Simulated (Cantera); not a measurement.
Charge: 1 mol CH3OH, 0.2 mol O2, 0.44 mol H2, held at 1925 °C and 60.0 mbar.

Cantera equilibrium calculation (NASA polynomials, part measured and part estimated; ideal gas, pure solids and liquids). Candidate condensed phases: C, C6H6, C7H8, C8H18, H2O; 110 gas species. Equilibrium is a limit: real reactors are often held back by kinetics, nucleation or transport.

Base state: H2 0.589, CO 0.279, H2O 0.105, H 0.0174, CO2 0.00945, OH 0.000434 (mole fractions); condensed: gas only.

### Question
What changes in the equilibrium state with this change: CH3OH replaced by CO?

### Answer
```
species   before    after
-------  -------  -------
CO         0.279    0.572
H2O        0.105    0.156
H2         0.589    0.143
CO2      0.00945    0.119
H         0.0174  0.00859
O2       6.77e-7  2.53e-5
O        8.97e-6  5.49e-5
```

### Question
What changes in the equilibrium state with this change: temperature from 1925 °C to 2100 °C?

### Answer
```
species    before    after
-------  --------  -------
H2          0.589    0.568
CO          0.279    0.276
H2O         0.105    0.104
H          0.0174   0.0430
O         8.97e-6  7.09e-5
OH       0.000434  0.00139
CO2       0.00945  0.00863
```
